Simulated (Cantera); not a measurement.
Charge: 1 mol MgCl2, 2.3 mol HCl, 200 mol N2, equilibrated at 1300 °C and 0.00133 bar.

Cantera equilibrium calculation (NASA polynomials, part measured and part estimated; ideal gas, pure solids and liquids). Candidate condensed phases: Mg, MgCl2, NH4Cl; 18 gas species. Rates play no part.

### Question
What is the equilibrium state?

### Answer
| Property | Value |
|---|---|
| x(N2) | 0.983 |
| x(HCl) | 0.0107 |
| x(MgCl2) | 0.00491 |
| x(Cl) | 0.000577 |
| x(H2) | 0.000272 |
| x(H) | 1.84e-5 |
| x(Mg) | 5.58e-6 |
| x(MgCl) | 3.10e-6 |
| gas amount | 203.4 mol |
| log10 activity of Mg(l) (absent) | -8.77 |
